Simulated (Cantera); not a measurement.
A freely propagating, adiabatic, planar premixed flame of H2 : O2 : N2 : H2O = 1 : 0.238 : 0.895 : 0.46 (molar parts), unburnt at 600 K and 1.01 bar; mixture-averaged transport, grid criteria slope 0.08 and curve 0.16, no radiation.

Computed with Cantera and the H2/O2 subset of GRI-Mech 3.0, which has no nitrogen chemistry. Burning velocities carry a grid error of a few per cent, more on coarse grids.

Q: What does this change do: inlet temperature 600 to 673 K?

A: 
```tsv
quantity	before	after
laminar burning velocity	621 cm/s	798 cm/s
thermal thickness	0.390 mm	0.416 mm
peak x(O)	0.00184	0.00214
peak x(OH)	0.00346	0.00415
peak x(HO2)	0.000410	0.000353
```
